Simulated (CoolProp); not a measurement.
Model: reference Helmholtz-energy equation of state, Gao 2022, in CoolProp.

Problem. Give the vapour pressure (bar), liquid density (kg/m³), enthalpy of vaporisation (kJ/kg), liquid cp (kJ/(kg K)) of saturated n-perfluorohexane at 344.8, 416.8, 434.8 K.

Solution. 
| T (K) | p (bar) | liquid density (kg/m³) | enthalpy of vaporisation (kJ/kg) | liquid cp (kJ/(kg K)) |
|---|---|---|---|---|
| 344.8 | 1.62 | 1530 | 80.2 | 1.12 |
| 416.8 | 9.49 | 1200 | 50.3 | 1.34 |
| 434.8 | 13.5 | 1040 | 35.8 | 1.64 |
